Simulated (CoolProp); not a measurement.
Saturation properties of chlorine (Tc = 143.7 °C, pc = 7642 kPa, ω = 0.070).

Model: reference Helmholtz-energy equation of state, Thol 2021, in CoolProp.

```
T (°C)  p (kPa)  vapour density (kg/m³)  enthalpy of vaporisation (kJ/kg)
------  -------  ----------------------  --------------------------------
58.95      1764                   55.60                             217.7
63.85      1958                   61.84                        (withheld)
68.65      2162              (withheld)                             207.5
73.55      2385              (withheld)                             202.0
78.35      2619                   83.91                             196.4
83.25      2874              (withheld)                             190.3
88.05      3141                   102.4                             184.1
92.85      3424                   112.8                             177.6
97.75      3731                   124.7                             170.6
102.55     4049                   137.5                             163.2
107.45     4394                   152.2                             155.2
112.25     4751                   168.3                             146.7
```

Question: Some entries are withheld; supply them.

Answer: 
- 63.85, enthalpy of vaporisation (kJ/kg): 212.7
- 68.65, vapour density (kg/m³): 68.51
- 73.55, vapour density (kg/m³): 75.95
- 83.25, vapour density (kg/m³): 92.80

It boils at -34.0 °C under 1 atm.
